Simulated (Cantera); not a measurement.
Charge: 1 mol TiO2, 1 mol HCl, equilibrated at 15.0 Torr.

Equilibrium computed with Cantera from the NASA thermochemical tables; the gas is ideal and each condensed phase is pure. Candidate condensed phases: H2O, Ti, TiCl2, TiCl3, TiCl4, TiO, TiO2, Ti2O3, Ti3O5, Ti4O7; 23 gas species. The numbers say what is thermodynamically allowed, not how fast it happens.

Q: At 1223 K, list the 5 most abundant gas species with their mole fractions, and the condensed phases.

A: HCl 0.997, H2O 0.00207, TiCl4 0.00103, Cl 0.000178, H2 0.000105. Condensed: TiO2(rutile).
